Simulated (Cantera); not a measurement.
**Premixed flame**

A freely propagating, adiabatic, planar premixed flame of 9.37 % CH₄, 15.7 % O₂, 75.0 % N₂, unburnt at 475 K and 0.770 atm; mixture-averaged transport, grid criteria slope 0.08 and curve 0.16, no radiation.

Cantera simulation using GRI-Mech 3.0 (53 species, 325 reactions); the numbers are that mechanism's predictions, not measurements. Burning velocities carry a grid error of a few per cent, more on coarse grids.

| z (mm) | T (K) | u (m/s) | x CH₄ | x O₂ | x N₂O | x CH₂CO | x CO | x NO |
|---|---|---|---|---|---|---|---|---|
| -1.93 | 475 | 0.505 | 0.0935 | 0.156 | <1e-8 | <1e-8 | 5.56e-6 | <1e-8 |
| -1.28 | 479 | 0.510 | 0.0930 | 0.156 | <1e-8 | 2.42e-8 | 7.49e-5 | <1e-8 |
| -0.964 | 494 | 0.528 | 0.0916 | 0.154 | <1e-8 | 2.15e-7 | 0.000394 | 5.43e-8 |
| -0.642 | 591 | 0.637 | 0.0850 | 0.147 | <1e-8 | 3.42e-6 | 0.00291 | 5.30e-7 |
| -0.321 | 1019 | 1.12 | 0.0567 | 0.111 | <1e-8 | 4.87e-5 | 0.0178 | 4.86e-6 |
| -0.161 | 1389 | 1.53 | 0.0304 | 0.0739 | 1.50e-8 | 0.000127 | 0.0342 | 1.00e-5 |
| 0 | 1717 | 1.91 | 0.00732 | 0.0338 | 2.48e-8 | 0.000107 | 0.0498 | 1.83e-5 |
| 0.161 | 1853 | 2.06 | 0.000592 | 0.0120 | 2.88e-8 | 1.33e-5 | 0.0505 | 2.96e-5 |
| 0.321 | 1886 | 2.09 | 2.65e-5 | 0.00507 | 2.74e-8 | 5.40e-7 | 0.0448 | 3.78e-5 |
| 0.642 | 1912 | 2.11 | 6.09e-8 | 0.00244 | 2.28e-8 | <1e-8 | 0.0392 | 4.41e-5 |
| 1.28 | 1940 | 2.14 | <1e-8 | 0.00161 | 1.90e-8 | <1e-8 | 0.0373 | 4.73e-5 |
| 2.57 | 1971 | 2.17 | <1e-8 | 0.000948 | 1.52e-8 | <1e-8 | 0.0371 | 4.94e-5 |
| 5.14 | 1999 | 2.19 | <1e-8 | 0.000433 | 1.09e-8 | <1e-8 | 0.0370 | 5.11e-5 |
x: mole fraction of selected species; z is measured from the peak of heat release.

```
Property                     Result
------------------------  ---------
laminar burning velocity  50.4 cm/s
thermal thickness          0.642 mm
peak x(CH₂CO)              0.000146
peak x(CO)                   0.0520
grid points                     142
```
